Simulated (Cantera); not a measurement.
A closed system holds: 1 mol PbS, 1700 mol H₂, equilibrated at 2800 Pa.

Method: chemical equilibrium by Gibbs-energy minimisation in Cantera with the NASA 1993 tables (ideal gas, pure condensed phases). Candidate condensed phases: Pb, PbS, S; 10 gas species. Kinetics and transport are ignored. All values below are at 700 K.

Base state: H₂ 1.000, H₂S 0.000358 (mole fractions); condensed: Pb(l) + PbS(s).

Task: What changes in the equilibrium state with this change: PbS replaced by NiS?

Result: 
| species | before | after |
|---|---|---|
| H₂ | 1.000 | 1.000 |
| H₂S | 0.000358 | 0.000196 |
| Pb(l), mol | 0.609 | 0 |
| PbS(s), mol | 0.391 | 0 |
| Ni₃S₂(s), mol | 0 | 0.333 |
Further candidate phases: Ni, NiS, NiS₂, Ni₃S₂, Ni₃S₄.
